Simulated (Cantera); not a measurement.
A Cantera script and its output.

```python
import numpy as np
import cantera as ct

gas = ct.Solution("gri30.yaml")
gas.TPX = 1000, 100000, {'CO': 1, 'H2': 0.24, 'O2': 1.51, 'N2': 13.8}
reactor = ct.IdealGasConstPressureReactor(gas, energy="on", clone=False)
net = ct.ReactorNet([reactor])
net.rtol, net.atol = 1e-08, 1e-16
show = ['CO', 'H2', 'O2', 'H2O2', 'N2O', 'HO2']
times = np.geomspace(1e-06, 0.2, 10)

steps = ct.SolutionArray(gas, extra=["t"])
rows = []
print(f"{'t/s':>10s}{'T/K':>9s}{'P/Pa':>11s}" + "".join(f"{s:>11s}" for s in show))
for t in times:
    while net.time < t:
        t_next = net.step()
        steps.append(gas.state, t=t_next)
    rows.append([np.interp(t, steps.t, y) for y in (steps.T, steps.P, *steps(*show).X.T)])
    print(f"{t:10.3e}{rows[-1][0]:9.1f}{rows[-1][1]:11.4g}" + "".join(f"{x:11.3e}" for x in rows[-1][2:]))
rate = np.gradient(steps.T, steps.t)
print("integrator steps:", len(steps.t))
if steps.T.max() > steps.T[0] + 200:
    print(f"time of steepest temperature rise: {steps.t[rate.argmax()]:.4e} s")
gas.TPX = 1000, 100000, {'CO': 1, 'H2': 0.24, 'O2': 1.51, 'N2': 13.8}
gas.equilibrate("HP")
print(f"equilibrium (HP): T = {gas.T:.1f} K  " + "  ".join(f"{s} {gas[s].X[0]:.3e}" for s in show))
```

Result:

```
       t/s      T/K       P/Pa         CO         H2         O2       H2O2        N2O        HO2
 1.000e-06   1000.0      1e+05  6.042e-02  1.450e-02  9.124e-02  5.569e-18  3.564e-19  9.961e-13
 3.882e-06   1000.0      1e+05  6.042e-02  1.450e-02  9.124e-02  8.953e-17  5.136e-18  4.316e-12
 1.507e-05   1000.0      1e+05  6.042e-02  1.450e-02  9.124e-02  1.901e-15  7.145e-17  2.844e-11
 5.848e-05   1000.0      1e+05  6.042e-02  1.450e-02  9.124e-02  9.301e-14  1.071e-15  4.525e-10
 2.270e-04   1000.0      1e+05  6.042e-02  1.450e-02  9.124e-02  1.070e-11  3.499e-14  1.697e-08
 8.811e-04   1001.2      1e+05  6.035e-02  1.436e-02  9.110e-02  1.469e-06  1.599e-10  3.806e-05
 3.420e-03   1578.3      1e+05  1.758e-03  8.275e-05  5.624e-02  8.771e-08  8.537e-07  3.287e-06
 1.327e-02   1599.1      1e+05  7.247e-05  3.913e-06  5.585e-02  8.415e-09  8.123e-07  2.356e-07
 5.153e-02   1600.2      1e+05  8.148e-06  5.804e-07  5.585e-02  1.649e-09  1.269e-07  5.987e-08
 2.000e-01   1600.2      1e+05  5.345e-06  4.263e-07  5.585e-02  1.275e-09  6.552e-08  5.451e-08
integrator steps: 1370
time of steepest temperature rise: 1.2437e-03 s
equilibrium (HP): T = 1597.7 K  CO 5.192e-06  H2 4.155e-07  O2 5.534e-02  H2O2 1.252e-09  N2O 6.485e-08  HO2 5.327e-08
```

Model: GRI-Mech 3.0 (53 species, 325 reactions), integrated in Cantera.
